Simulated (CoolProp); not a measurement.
A single-stage vapour-compression cycle with the fluid: evaporating at 212.15 K (dew point), condensing at 276.15 K (bubble point), superheat 0 K, subcooling 8 K, compressor efficiency 0.8, no pressure losses. The same conditions are run with several fluids, on thermodynamics alone (safety and materials aside).

The numbers come from the reference Helmholtz-energy equation of state of each fluid (R410A: Lemmon 2003; CH3F (R41): Lemmon 2006; nitrous oxide: Lemmon 2006; C3F8 (R218): Lemmon 2006; R507A: Lemmon 2003; R115: Lemmon 2016) in CoolProp. Blends and air are pseudo-pure fits.

Task: Rank R410A, CH3F (R41), nitrous oxide, C3F8 (R218), R507A, R115 by cooling COP, highest first.

Result: R410A (2.10), R507A (2.06), R115 (1.98), CH3F (R41) (1.96), nitrous oxide (1.89), C3F8 (R218) (1.79)

| fluid | pressure ratio | discharge temperature (K) | refrigerating effect (kJ/kg) | volumetric capacity (kJ/m³) |
|---|---|---|---|---|
| R410A | 14.6 | 344.5 | 202 | 519 |
| CH3F (R41) | 9.15 | 377.1 | 335 | 1690 |
| nitrous oxide | 8.19 | 370.3 | 234 | 2590 |
| C3F8 (R218) | 15.6 | 276.2 | 58.2 | 185 |
| R507A | 14.2 | 305.3 | 134 | 374 |
| R115 | 14.2 | 283.1 | 80.0 | 243 |

The compression ends wet for: C3F8 (R218).
